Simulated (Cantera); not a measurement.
**Low-pressure radical oxidation in H2/O2**

A perfectly stirred reactor is fed with H₂ : O₂ : N₂ = 0.027 : 1 : 2.6 (molar parts), equivalence ratio 0.013, at 0.0148 atm; it is held at 1400 K, and followed from long to short residence time.

Cantera simulation using GRI-Mech 3.0 (53 species, 325 reactions); the numbers are that mechanism's predictions, not measurements. Radical loss at walls, strong at low pressure, is not modelled.

```json
[
 {"τ (s)": "2.7", "x H₂": "2.51e-5", "x O₂": "0.272", "x H": "6.58e-5", "x NO₂": "3.38e-11", "x N₂O": "2.35e-8"},
 {"τ (s)": "1.1", "x H₂": "4.04e-5", "x O₂": "0.271", "x H": "0.000131", "x NO₂": "2.04e-11", "x N₂O": "2.14e-8"},
 {"τ (s)": "0.44", "x H₂": "6.26e-5", "x O₂": "0.271", "x H": "0.000231", "x NO₂": "1.20e-11", "x N₂O": "1.92e-8"},
 {"τ (s)": "0.18", "x H₂": "9.39e-5", "x O₂": "0.270", "x H": "0.000342", "x NO₂": "6.64e-12", "x N₂O": "1.70e-8"},
 {"τ (s)": "0.073", "x H₂": "0.000148", "x O₂": "0.269", "x H": "0.000441", "x NO₂": "3.18e-12", "x N₂O": "1.43e-8"},
 {"τ (s)": "0.029", "x H₂": "0.000264", "x O₂": "0.269", "x H": "0.000521", "x NO₂": "1.31e-12", "x N₂O": "1.05e-8"},
 {"τ (s)": "0.012", "x H₂": "0.000510", "x O₂": "0.270", "x H": "0.000590", "x NO₂": "<1e-12", "x N₂O": "6.46e-9"},
 {"τ (s)": "0.0048", "x H₂": "0.00107", "x O₂": "0.270", "x H": "0.000641", "x NO₂": "<1e-12", "x N₂O": "3.03e-9"},
 {"τ (s)": "0.0019", "x H₂": "0.00231", "x O₂": "0.271", "x H": "0.000601", "x NO₂": "<1e-12", "x N₂O": "1.05e-9"}
]
```
x: mole fraction; the columns are a selection and need not sum to one.
